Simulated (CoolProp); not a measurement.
Oxygen at 499.91 K and 0.23 MPa flows at 0.38 m/s in a round tube of 12.7 mm bore and 1.5 µm roughness, fully developed (64/Re and Nu = 3.66 if laminar; Colebrook and Gnielinski if turbulent). Each further row changes one setting.

The numbers come from the reference Helmholtz-energy equation of state, Schmidt 1985 in CoolProp.

```csv
case,Reynolds number,Darcy friction factor,pressure drop (Pa/m),heat-transfer coefficient (W/(m² K)),mass flow (kg/h)
as stated,280,0.229,2.30,11.8,0.307
velocity 0.76 m/s,560,0.114,4.60,11.8,0.613
diameter 25.4 mm,560,0.114,0.575,5.92,1.23
```

Above 300 K oxygen's equation is extrapolated.

Viscosity comes from a separate model (Lemmon 2004). Thermal conductivity comes from a separate model (Lemmon 2004).
